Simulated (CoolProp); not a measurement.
Vapour-liquid equilibrium of toluene (1) + p-xylene (2) at 69.15 °C; x and y are mole fractions of (1).

The numbers come from the multi-fluid Helmholtz-energy mixture model, Lemmon 2006 and Zhou 2012; pair parameters Bell 2016 in CoolProp.

```
x     bubble pressure, mixture model (MPa)  bubble pressure, Raoult's law (MPa)  y, mixture model  y, Raoult's law
----  ------------------------------------  -----------------------------------  ----------------  ---------------
0.05                               0.01097                              0.01096             0.120            0.120
0.15                               0.01262                              0.01258             0.315            0.314
0.25                                     ?                              0.01420             0.465            0.464
0.35                                     ?                              0.01582             0.584            0.583
0.45                               0.01758                              0.01744             0.680            0.680
0.55                               0.01921                              0.01906                 ?            0.760
0.65                               0.02081                              0.02068             0.826            0.828
0.75                               0.02240                              0.02230             0.884            0.886
0.85                               0.02398                              0.02392             0.934            0.936
0.95                                     ?                              0.02554             0.979            0.980
```

### Question
What belongs in the gaps?

### Answer

- 0.25, bubble pressure, mixture model (MPa): 0.01428
- 0.35, bubble pressure, mixture model (MPa): 0.01594
- 0.55, y, mixture model: 0.759
- 0.95, bubble pressure, mixture model (MPa): 0.02556

The largest gap from Raoult's law is +0.8 % in bubble pressure, at x = 0.45. No azeotrope shows between x = 0.05 and 0.95.

The pair parameters rest on a limited set of measurements; away from them the model extrapolates.
